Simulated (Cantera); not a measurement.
An adiabatic, constant-pressure homogeneous reactor starts with CO : H2 : CH4 : O2 : N2 = 1 : 0.81 : 0.71 : 3.18 : 12 (molar parts), at 950 K and 23.0 bar. Integrator tolerance rtol = 1e-08.

Detailed kinetics in Cantera: GRI-Mech 3.0 (53 species, 325 reactions). The pressure lies above the range GRI-Mech 3.0 was tuned for (to about 10 atm). Below about 1000 K GRI-Mech 3.0 lacks low-temperature oxidation paths.

Problem. What does this change do: pressure from 23.0 bar to 5.00 bar?

Solution. 
| quantity | before | after |
|---|---|---|
| time of steepest temperature rise | 21.6 ms | 34.9 ms |
| temperature at 2.00 s | 2467 K | 2439 K |
| equilibrium temperature | 2467 K | 2439 K |
| x(CO) at 2.00 s | 0.00297 (gas-phase equilibrium 0.00297) | 0.00526 (gas-phase equilibrium 0.00526) |
| x(H2) at 2.00 s | 0.000639 (gas-phase equilibrium 0.000639) | 0.00116 (gas-phase equilibrium 0.00116) |
| x(CH4) at 2.00 s | <1e-12 (gas-phase equilibrium <1e-12) | <1e-12 (gas-phase equilibrium <1e-12) |
| x(CH2CO) at 2.00 s | <1e-12 (gas-phase equilibrium <1e-12) | <1e-12 (gas-phase equilibrium <1e-12) |
| x(HCO) at 2.00 s | 1.17e-9 (gas-phase equilibrium 1.17e-9) | 1.20e-9 (gas-phase equilibrium 1.20e-9) |
| x(CH2O) at 2.00 s | 1.75e-11 (gas-phase equilibrium 1.75e-11) | 1.22e-11 (gas-phase equilibrium 1.22e-11) |

Problem. What does this change do: initial temperature 950 to 1350 K?

Solution. 
```csv
quantity,before,after
time of steepest temperature rise,21.6 ms,27.5 µs
temperature at 2.00 s,2467 K,2728 K
equilibrium temperature,2467 K,2728 K
x(CO) at 2.00 s,0.00297 (gas-phase equilibrium 0.00297),0.00992 (gas-phase equilibrium 0.00992)
x(H2) at 2.00 s,0.000639 (gas-phase equilibrium 0.000639),0.00200 (gas-phase equilibrium 0.00200)
x(CH4) at 2.00 s,<1e-12 (gas-phase equilibrium <1e-12),<1e-12 (gas-phase equilibrium <1e-12)
x(CH2CO) at 2.00 s,<1e-12 (gas-phase equilibrium <1e-12),<1e-12 (gas-phase equilibrium <1e-12)
x(HCO) at 2.00 s,1.17e-9 (gas-phase equilibrium 1.17e-9),1.41e-8 (gas-phase equilibrium 1.41e-8)
x(CH2O) at 2.00 s,1.75e-11 (gas-phase equilibrium 1.75e-11),1.83e-10 (gas-phase equilibrium 1.83e-10)
```
